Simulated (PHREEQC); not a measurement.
Dissolve 0.01 mol HF and 0.021 mol (CH3)4NF per kg of water at 20 °C. Closed to the air; pH follows from the charge balance.

The numbers come from PHREEQC with the ion-association model, wateq4f.dat.

Precipitation was switched off in this run.

Task: Order these F species by the share of F that they hold, largest first: H2F2, HF, HF2-, F-.

Result: F- (67 %), HF (27 %), HF2- (4.2 %), H2F2 (1.5 %)

The pH is 3.46 and the ionic strength 0.0214 mol/kgw. (CH3)4N+ isn't in the database: it is added as a free cation with an ion size of 4 Å.
